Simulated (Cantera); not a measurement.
N2O furnace oxynitridation

An isothermal, constant-pressure homogeneous reactor starts with 21.3 % N2O, 78.7 % N2, at 1098 K and 57000 Pa.

Detailed kinetics in Cantera: GRI-Mech 3.0 (53 species, 325 reactions). GRI-Mech 3.0 was tuned for natural gas; its chemistry of N2O as a main component is partial and can be far from experiment. The mechanism lacks the step 2 NO + O2 → 2 NO2, which can matter for NO2 below about 1400 K. The temperature is held fixed by assumption; the heat of reaction is taken as removed at once.

```json
[
 {"t (s)": "5.00e-6", "x N2O": "0.213", "x N2": "0.787", "x O2": "6.97e-10", "x NO": "1.01e-10", "x NO2": "<1e-12", "x O": "2.10e-8"},
 {"t (s)": "1.66e-5", "x N2O": "0.213", "x N2": "0.787", "x O2": "7.28e-9", "x NO": "1.06e-9", "x NO2": "<1e-12", "x O": "6.43e-8"},
 {"t (s)": "5.52e-5", "x N2O": "0.213", "x N2": "0.787", "x O2": "6.81e-8", "x NO": "9.87e-9", "x NO2": "<1e-12", "x O": "1.67e-7"},
 {"t (s)": "0.000183", "x N2O": "0.213", "x N2": "0.787", "x O2": "4.76e-7", "x NO": "6.90e-8", "x NO2": "<1e-12", "x O": "2.85e-7"},
 {"t (s)": "0.000609", "x N2O": "0.213", "x N2": "0.787", "x O2": "2.18e-6", "x NO": "3.16e-7", "x NO2": "5.58e-12", "x O": "3.09e-7"},
 {"t (s)": "0.00202", "x N2O": "0.213", "x N2": "0.787", "x O2": "7.90e-6", "x NO": "1.15e-6", "x NO2": "7.33e-11", "x O": "3.09e-7"},
 {"t (s)": "0.00672", "x N2O": "0.213", "x N2": "0.787", "x O2": "2.69e-5", "x NO": "3.90e-6", "x NO2": "8.39e-10", "x O": "3.09e-7"},
 {"t (s)": "0.0223", "x N2O": "0.213", "x N2": "0.787", "x O2": "9.00e-5", "x NO": "1.30e-5", "x NO2": "8.99e-9", "x O": "3.09e-7"},
 {"t (s)": "0.0742", "x N2O": "0.212", "x N2": "0.788", "x O2": "0.000299", "x NO": "4.33e-5", "x NO2": "8.67e-8", "x O": "3.08e-7"},
 {"t (s)": "0.246", "x N2O": "0.210", "x N2": "0.788", "x O2": "0.000990", "x NO": "0.000143", "x NO2": "6.47e-7", "x O": "3.08e-7"},
 {"t (s)": "0.818", "x N2O": "0.205", "x N2": "0.791", "x O2": "0.00324", "x NO": "0.000465", "x NO2": "3.11e-6", "x O": "3.05e-7"},
 {"t (s)": "2.72", "x N2O": "0.189", "x N2": "0.800", "x O2": "0.0102", "x NO": "0.00145", "x NO2": "1.09e-5", "x O": "2.94e-7"},
 {"t (s)": "9.03", "x N2O": "0.145", "x N2": "0.823", "x O2": "0.0288", "x NO": "0.00398", "x NO2": "3.08e-5", "x O": "2.63e-7"},
 {"t (s)": "30.0", "x N2O": "0.0673", "x N2": "0.863", "x O2": "0.0617", "x NO": "0.00788", "x NO2": "6.19e-5", "x O": "1.76e-7"}
]
```
x: mole fraction; the columns are a selection and need not sum to one.

Equilibrium at this temperature and pressure: N2O 3.70e-9, N2 0.904, O2 0.0961, NO 6.08e-5, NO2 8.95e-7, O 9.81e-10 (gas phase only).
